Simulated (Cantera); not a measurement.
An isothermal, constant-pressure homogeneous reactor starts with N2O : O2 = 1 : 0.15 (molar parts), at 1075 K and 1.00 bar.

Model: GRI-Mech 3.0 (53 species, 325 reactions), integrated in Cantera. GRI-Mech 3.0 was tuned for natural gas; its chemistry of N2O as a main component is partial and can be far from experiment. The mechanism lacks the step 2 NO + O2 → 2 NO2, which can matter for NO2 below about 1400 K. The temperature is held fixed by assumption; the heat of reaction is taken as removed at once.

x: mole fraction; the columns are a selection and need not sum to one.

| t (s) | x N2O | x O2 | x NO | x O | x N2 |
|---|---|---|---|---|---|
| 0.000800 | 0.870 | 0.130 | 1.69e-6 | 1.93e-7 | 2.74e-5 |
| 0.00180 | 0.869 | 0.130 | 3.83e-6 | 1.93e-7 | 6.17e-5 |
| 0.00404 | 0.869 | 0.130 | 8.63e-6 | 1.93e-7 | 0.000139 |
| 0.00909 | 0.869 | 0.131 | 1.94e-5 | 1.93e-7 | 0.000313 |
| 0.0204 | 0.869 | 0.131 | 4.36e-5 | 1.93e-7 | 0.000703 |
| 0.0460 | 0.867 | 0.131 | 9.79e-5 | 1.93e-7 | 0.00158 |
| 0.103 | 0.864 | 0.132 | 0.000219 | 1.93e-7 | 0.00354 |
| 0.232 | 0.858 | 0.134 | 0.000487 | 1.92e-7 | 0.00791 |
| 0.522 | 0.844 | 0.138 | 0.00108 | 1.90e-7 | 0.0176 |
| 1.17 | 0.813 | 0.146 | 0.00233 | 1.86e-7 | 0.0384 |
| 2.64 | 0.750 | 0.164 | 0.00487 | 1.78e-7 | 0.0811 |
| 5.94 | 0.633 | 0.197 | 0.00940 | ___ | 0.160 |
| 13.3 | 0.452 | 0.249 | 0.0158 | ___ | 0.283 |
| 30.0 | 0.243 | 0.309 | 0.0218 | ___ | 0.425 |

### Question
Complete the blanks.

### Answer

- 5.94, x O: 1.61e-7
- 13.3, x O: 1.32e-7
- 30.0, x O: 8.81e-8
